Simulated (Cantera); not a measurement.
Carbothermic reduction: Ta2O5 + CO

Charge: 1 mol Ta2O5, 1.9 mol CO, held at 2298 K and 100 Torr.

Equilibrium computed with Cantera from the NASA thermochemical tables; the gas is ideal and each condensed phase is pure. Candidate condensed phases: C, Ta, TaC, Ta2O5; 15 gas species. Mutual solubility and eutectic melting of coexisting phases are not modelled. TaC: taken at fixed stoichiometry. Condensed phases not in the tables: Ta2C. Rates play no part.

| Quantity | Value |
|---|---|
| x(CO) | 0.998 |
| x(CO2) | 0.00102 |
| x(TaO2) | 0.000472 |
| x(TaO) | 8.82e-5 |
| n(TaC(s)) | 0.000353 mol |
| n(Ta2O5(l)) | 0.999 mol |
| gas amount | 1.901 mol |
| log10 activity of Ta(s) (absent) | -0.18 |
| log10 activity of C(graphite) (absent) | -3.01 |
